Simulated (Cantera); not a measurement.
**Thermodynamics of fluorocarbon and chlorocarbon gases, feed CH3F + F2**

Charge: 1 mol CH3F, 1.3 mol F2, at 1623 K and 5.80 mbar.

Equilibrium computed with Cantera from the NASA thermochemical tables; the gas is ideal and each condensed phase is pure. Candidate condensed phases: C, C6H6, C7H8, C8H18; 95 gas species. Gases not in the tables: C2F6 and larger saturated fluorocarbons. Equilibrium is a limit: real reactors are often held back by kinetics, nucleation or transport.

```json
{
  "x(HF)": "0.952",
  "x(CF4)": "0.0472",
  "x(CF2)": "0.000663",
  "x(F)": "0.000300",
  "x(CF3)": "4.56e-5",
  "n(C(graphite))": "0.849 mol",
  "gas_amount": "3.152 mol"
}
```
